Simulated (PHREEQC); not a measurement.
A solution holds 0.00098 mol HCl, 0.0022 mol CuSO4 and 0.00038 mol KCl per kg of water, at 20 °C. Closed to the air; pH follows from the charge balance.

Equilibrium calculation in PHREEQC: ion-association model, phreeqc.dat.

Precipitation was switched off in this run.

**Question.** Predict the pH, specific conductance.

**Answer.** pH 3.09; specific conductance 755 µS/cm.

**Question.** In which forms is S present?

**Answer.** SO4-2 81 %, CuSO4 14 %, HSO4- 4.4 % of the S.
